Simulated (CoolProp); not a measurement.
Normal hydrogen at several states: Z from the reference equation and from simpler models built on Tc = -240.0 °C, pc = 1296 kPa, ω = -0.219; each cubic takes its own stable root.

The numbers come from the reference Helmholtz-energy equation of state, Leachman 2009 in CoolProp.

| T (°C) | p (kPa) | phase | reference |
|---|---|---|---|
| -217.95 | 1790 | supercritical | 0.8976 |
| 164.65 | 186 | gas | 1.001 |
| 497.45 | 50.9 | gas | 1.000 |
| 607.75 | 14.7 | gas | 1.000 |
| -206.85 | 1950 | supercritical | 0.9445 |

Q: How far does each simpler model (Pitzer virial, van der Waals, Redlich-Kwong, Soave-Redlich-Kwong, Peng-Robinson) lie from the reference over these 5 states: mean and median of the absolute difference, and the worst?

A: 
- Pitzer virial: mean 0.3 %, median 0.1 %, worst -0.9 % at -206.85 °C and 1950 kPa
- van der Waals: mean 0.1 %, median 0.0 %, worst -0.2 % at -206.85 °C and 1950 kPa
- Redlich-Kwong: mean 0.8 %, median 0.0 %, worst +2.3 % at -217.95 °C and 1790 kPa
- Soave-Redlich-Kwong: mean 0.7 %, median 0.0 %, worst -1.8 % at -217.95 °C and 1790 kPa
- Peng-Robinson: mean 1.9 %, median 0.0 %, worst -5.1 % at -217.95 °C and 1790 kPa
